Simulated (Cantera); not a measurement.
Cantera with NASA thermochemical tables; ideal gases at 1 bar, condensed phases pure. Values are per mole of reaction as written; species without (g) are pure solids or liquids, kept so even where they would boil at 1 bar. VN: taken at fixed stoichiometry.

**Question.** Between 300 and 1350 K, where is each reaction favourable under standard conditions?
- 2 VN + 8 O(g) ⇌ 2 NO2(g) + V2O4

**Answer.** 
- 2 VN + 8 O(g) ⇌ 2 NO2(g) + V2O4: ΔG° is -2684 kJ at 300 K and -1861 kJ at 1350 K; it stays negative (K > 1). ΔH° is -2928 kJ and ΔS° -791 J/K at 1350 K.
